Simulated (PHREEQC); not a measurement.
A solution holds 4.2 mmol/kgw NH4HF2, 2.3 mmol/kgw (NH4)2SiF6 and 1.1 mmol/kgw H3BO3, at 25 °C. Closed to the air; pH follows from the charge balance.

Model: ion-association model, phreeqc.dat, run in PHREEQC.

Precipitation was switched off in this run.

Q: Order these B species by the share of B that they hold, largest first: H3BO3, BF4-, BF3OH-, BF2(OH)2-.

A: BF4- (51 %), H3BO3 (32 %), BF3OH- (9.7 %), BF2(OH)2- (6.9 %)

The pH is 3.43 and the ionic strength 0.0115 mol/kgw. SiF6-2 is the database's only silicon fluoride. Real BF4- forms and hydrolyses slowly; the run takes it at equilibrium.
